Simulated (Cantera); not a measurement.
# Catalytic combustion on Pt

An isothermal plug-flow reactor at 1225 K and 1.20 bar (inlet), inlet velocity 2.1 m/s, active area per volume 9100 1/m; feed 0.672 % CH4, 7.77 % O2, 91.6 % N2, equivalence ratio 0.17.

Cantera simulation using Deutschmann's 1995 Pt surface mechanism with GRI-Mech 3.0 gas chemistry; the numbers are that mechanism's predictions, not measurements. Catalytic surfaces can have several steady states; this one follows from the mechanism file's or the stated starting coverage. Mass transfer to the wall is taken as infinitely fast.

```tsv
z (m)	x CH4	x O2	x H2O	x CO2	x CO	θ free Pt	θ O*	θ OH*
7.8e-05	0.00563	0.0755	0.00218	0.00108	8.49e-6	0.456	0.543	0.000629
0.00017	0.00456	0.0733	0.00432	0.00215	6.90e-6	0.458	0.541	0.000860
0.00036	0.00293	0.0701	0.00756	0.00377	4.47e-6	0.460	0.539	0.00112
0.00078	0.00109	0.0664	0.0112	0.00560	1.68e-6	0.463	0.536	0.00136
0.0017	0.000122	0.0645	0.0132	0.00657	1.94e-7	0.464	0.534	0.00147
0.0036	1.40e-6	0.0643	0.0134	0.00669	6.19e-9	0.464	0.534	0.00148
0.0078	2.03e-9	0.0642	0.0134	0.00670	2.39e-9	0.464	0.534	0.00148
```
x: gas mole fraction; θ: surface coverage.
